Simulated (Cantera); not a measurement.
**Gas-phase reforming**

An isothermal, constant-pressure homogeneous reactor starts with CH₄ : CO₂ = 1 : 0.67 (molar parts), at 1550 K and 1400000 Pa.

Detailed kinetics in Cantera: GRI-Mech 3.0 (53 species, 325 reactions). The pressure lies above the range GRI-Mech 3.0 was tuned for (to about 10 atm).

```
t (s)     x CH₄   x CO₂      x H₂      x CO    x CH₂O
--------  -----  ------  --------  --------  --------
3.00e-6   0.599   0.401   1.54e-5   1.30e-7  7.93e-10
1.26e-5   0.599   0.401   6.78e-5   6.07e-7   3.23e-8
5.27e-5   0.598   0.401  0.000310   3.07e-6   2.97e-7
0.000221  0.596   0.401   0.00147   1.75e-5   1.26e-6
0.000924  0.586   0.400   0.00858  0.000169   2.56e-6
0.00387   0.537   0.388    0.0476   0.00240   2.30e-6
0.0162    0.405   0.333     0.145    0.0263   1.52e-6
0.0680    0.227   0.175     0.192     0.146   1.79e-6
0.285     0.175  0.0829     0.198     0.246   1.76e-6
1.19      0.181  0.0580     0.248     0.317   1.17e-6
5.00      0.164  0.0285     0.325     0.387   9.83e-7
```
x: mole fraction; the columns are a selection and need not sum to one.

Equilibrium at this temperature and pressure: CH₄ 0.0999, CO₂ 6.78e-5, H₂ 0.453, CO 0.442, CH₂O 1.22e-6 (gas phase only).
